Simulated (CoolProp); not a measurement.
c-C4F8 (RC318) along the isotherm 294.5 K: fugacity coefficient from the reference equation and from simpler models built on Tc = 388.4 K, pc = 27.78 bar, ω = 0.355; each cubic takes its own stable root.

Model: reference Helmholtz-energy equation of state, Platzer 1990, in CoolProp. This equation is an older, rougher fit; its heat capacities, sound speeds and derivatives of the liquid may be far off and weren't checked against measurements.

```json
[
 {"p (bar)": "0.132", "phase": "gas", "reference": "0.9961", "Soave-Redlich-Kwong": "0.9960", "Peng-Robinson": "0.9958"},
 {"p (bar)": "0.222", "phase": "gas", "reference": "0.9934", "Soave-Redlich-Kwong": "0.9933", "Peng-Robinson": "0.9929"},
 {"p (bar)": "0.375", "phase": "gas", "reference": "0.9888", "Soave-Redlich-Kwong": "0.9887", "Peng-Robinson": "0.9881"},
 {"p (bar)": "0.633", "phase": "gas", "reference": "0.9811", "Soave-Redlich-Kwong": "0.9809", "Peng-Robinson": "0.9799"},
 {"p (bar)": "1.07", "phase": "gas", "reference": "0.9681", "Soave-Redlich-Kwong": "0.9678", "Peng-Robinson": "0.9660"},
 {"p (bar)": "1.8", "phase": "gas", "reference": "0.9461", "Soave-Redlich-Kwong": "0.9459", "Peng-Robinson": "0.9430"},
 {"p (bar)": "3.04", "phase": "liquid", "reference": "0.8383", "Soave-Redlich-Kwong": "0.8403", "Peng-Robinson": "0.8291"},
 {"p (bar)": "5.14", "phase": "liquid", "reference": "0.5014", "Soave-Redlich-Kwong": "0.5031", "Peng-Robinson": "0.4956"},
 {"p (bar)": "8.67", "phase": "liquid", "reference": "0.3030", "Soave-Redlich-Kwong": "0.3044", "Peng-Robinson": "0.2991"},
 {"p (bar)": "14.6", "phase": "liquid", "reference": "0.1858", "Soave-Redlich-Kwong": "0.1870", "Peng-Robinson": "0.1831"},
 {"p (bar)": "24.7", "phase": "liquid", "reference": "0.1159", "Soave-Redlich-Kwong": "0.1171", "Peng-Robinson": "0.1138"},
 {"p (bar)": "41.7", "phase": "liquid", "reference": "0.07517", "Soave-Redlich-Kwong": "0.07631", "Peng-Robinson": "0.07340"}
]
```
